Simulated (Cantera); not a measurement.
Cantera run:

```python
import numpy as np
import cantera as ct

gas_names = [...]  # 109 gases of nasa_gas.yaml made of C, Cl, H, Si
cond_names = """
    C(gr) C6H6(L) C7H8(L) C8H18(L),n-octa Si(cr) Si(L) SiC(b)
""".split()


# ... load() reads the species with a 1 bar reference pressure and builds the phases ...
atoms = {
    'SiH2Cl2': {'Si': 1, 'H': 2, 'CL': 2},
    'C2H2': {'C': 2, 'H': 2},
    'H2': {'H': 2},
}
top_T = {'C(gr)': 4500, 'SiC(b)': 3050}  # K; cautious upper limits of use, not melting points


# ... equilibrate(T, P, feed) seeds the gas with the atoms and calls Mixture.equilibrate('TP', solver="vcs", rtol=1e-11, max_steps=5000) ...
results = []
feed = {'SiH2Cl2': 1, 'C2H2': 0.024, 'H2': 2.2}  # mol
T = 1200  # K
P = 28000  # Pa
mix = equilibrate(T, P, feed)
results.append((T, P, feed, dict(zip(mix.species_names, mix.species_moles))))
print(gas.report(threshold=1e-06))
for i in range(1, mix.n_phases):
    print(f"{mix.phase(i).name:16s} {mix.phase_moles(i):12.5e} mol")
```

It prints:

```
       temperature   1200 K
          pressure   28000 Pa
           density   0.068097 kg/m^3
  mean mol. weight   24.265 kg/kmol
   phase of matter   gas

                          1 kg             1 kmol
                     ---------------   ---------------
          enthalpy       -1.8991e+06       -4.6081e+07  J
   internal energy       -2.3103e+06       -5.6059e+07  J
           entropy            9456.7        2.2947e+05  J/K
    Gibbs function       -1.3247e+07       -3.2144e+08  J
 heat capacity c_p            1665.1             40404  J/K
 heat capacity c_v            1322.4             32089  J/K

                      mass frac. Y      mole frac. X     chem. pot. / RT
                     ---------------   ---------------   ---------------
               CH4        3.2189e-06        4.8685e-06           -47.113
               HCL          0.087279           0.05809            -38.13
                H2          0.067139            0.8081           -19.464
             SiCL2          0.040211         0.0098573           -60.854
             SiCL3          0.053131           0.00959           -89.253
             SiCL4           0.57293          0.081833           -117.65
            SiHCL3           0.17287           0.03097           -98.985
           SiH2CL2         0.0063864         0.0015343           -80.318
            SiH3CL        5.7049e-05        2.0798e-05           -61.651
     [ +100 minor]        2.2175e-07        4.8776e-07

C(gr)             0.00000e+00 mol
Si(cr)            4.47002e-01 mol
SiC(b)            4.79816e-02 mol
```

Method: chemical equilibrium by Gibbs-energy minimisation in Cantera with the NASA 1993 tables (ideal gas, pure condensed phases). Mutual solubility and eutectic melting of coexisting phases are not modelled. The tables' values for SiCl3 are old estimates; treat these amounts as uncertain.
